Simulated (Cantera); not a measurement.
A closed system holds: 1 mol C3H8, 0.23 mol O2, 2.3 mol NH3, held at 2373.15 K and 10.0 mbar.

Equilibrium computed with Cantera from the NASA thermochemical tables; the gas is ideal and each condensed phase is pure. Equilibrium is a limit: real reactors are often held back by kinetics, nucleation or transport.

```json
[
 {"species": "H2", "before": "0.703", "after": "0.770"},
 {"species": "H", "before": "0.117", "after": "0.123"},
 {"species": "CO", "before": "0.0478", "after": "0.0943"},
 {"species": "N2", "before": "0.112", "after": "0.00450"},
 {"species": "HCN", "before": "0.0142", "after": "0.00298"},
 {"species": "CN", "before": "0.000113", "after": "2.28e-5"},
 {"species": "HNC", "before": "0.00143", "after": "0.000299"},
 {"species": "C4H2", "before": "1.10e-5", "after": "1.20e-5"},
 {"species": "C2H2 (acetylene)", "before": "0.00433", "after": "0.00474"},
 {"species": "C2H", "before": "3.90e-5", "after": "4.08e-5"},
 {"species": "C(graphite), mol", "before": "2.30", "after": "2.48"}
]
```
Gas species are given as mole fractions.

**Question.** Name the change that produced these shifts.
A) temperature from 2373.15 K to 2873.15 K
B) pressure from 10.0 mbar to 12.0 bar
C) O2 from 0.23 to 0.018 mol
D) NH3 from 2.3 to 0.06 mol

**Answer.** D, NH3 from 2.3 to 0.06 mol
